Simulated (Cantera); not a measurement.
What does this Cantera script print?

```python
import numpy as np
import cantera as ct

gas_names = """
    H HNO HNO2 HNO3 HO2 H2 H2O H2O2 N NH NH2 NH3 NH2OH NO NO2 NO3 N2 N2H2 N2H4 N2O O OH O2 O3 Si SiH
    SiH2 SiH3 SiH4 SiN SiO SiO2 Si2 Si2N Si3
""".split()
cond_names = """
    H2O(s) H2O(L) Si(cr) Si(L) SiO2(Lqz) SiO2(hqz) SiO2(L) Si2N2O(s) Si3N4(a)
""".split()


# ... load() reads the species with a 1 bar reference pressure and builds the phases ...
atoms = {
    'Si3N4': {'Si': 3, 'N': 4},
    'H2O': {'H': 2, 'O': 1},
    'H2': {'H': 2},
}
top_T = {'Si2N2O(s)': 2100, 'Si3N4(a)': 2400}  # K; cautious upper limits of use, not melting points


# ... equilibrate(T, P, feed) seeds the gas with the atoms and calls Mixture.equilibrate('TP', solver="vcs", rtol=1e-11, max_steps=5000) ...
results = []
feed = {'Si3N4': 1, 'H2O': 2.7, 'H2': 4.9}  # mol
T = 1998  # K
for P in [0.1, 0.75, 5.6, 42, 320, 2400, 18000, 130000, 1000000]:
    mix = equilibrate(T, P, feed)
    results.append((T, P, feed, dict(zip(mix.species_names, mix.species_moles))))

top = {s: max(r[3][s] / sum(r[3][g] for g in gas_names) for r in results) for s in gas_names}
cols = sorted((s for s in top if top[s] > 0.001), key=lambda s: -top[s])[:9]
seen = [c for c in cond_names if any(r[3].get(c, 0) > 1e-12 for r in results)]
print("log10 of partial pressures in bar; condensed amounts in mol")
print(f"{'P/Pa':>10s}" + "".join(f"{s[:9]:>10s}" for s in cols + seen))
for T, P, feed, n in results:
    ng = sum(n[g] for g in gas_names)
    print(f"{P:10.4g}" + "".join(f"{np.log10(max(n[s] / ng * P / 1e5, 1e-99)):10.3f}" for s in cols)
          + "".join(f"{n.get(c, 0):10.4g}" for c in seen))
```

Output:

```
log10 of partial pressures in bar; condensed amounts in mol
      P/Pa        H2         H       SiO        N2        Si       H2O     Si(L)   SiO2(L) Si2N2O(s)
       0.1    -6.875    -6.232    -6.820    -6.950    -7.774   -13.450         0         0         0
      0.75    -5.603    -5.596    -5.874    -6.005    -6.829   -12.179         0         0         0
       5.6    -4.567    -5.078    -4.954    -5.085    -5.911   -11.141         0         0         0
        42    -3.631    -4.610    -4.059    -4.189    -5.021   -10.199         0         0         0
       320    -2.723    -4.156    -3.164    -3.295    -4.371    -9.046    0.1185         0         0
      2400    -1.834    -3.712    -2.281    -2.411    -4.371    -7.274    0.2736         0         0
   1.8e+04    -0.934    -3.262    -1.433    -1.583    -4.418    -5.479         0         0     0.296
   1.3e+05     0.026    -2.782    -1.082    -0.815    -5.538    -3.049         0    0.5984    0.9047
     1e+06     0.948    -2.321    -1.362     0.026    -6.098    -1.846         0    0.7795     1.092
```

Method: chemical equilibrium by Gibbs-energy minimisation in Cantera with the NASA 1993 tables (ideal gas, pure condensed phases). Mutual solubility and eutectic melting of coexisting phases are not modelled. The tables' values for SiN are old estimates; treat these amounts as uncertain. The tables hold silica as quartz up to 1696 K and as liquid above; real silica turns to tridymite and cristobalite and melts near 1996 K. Gases not in the tables: Si(OH)4, Si2H6 and higher silanes.
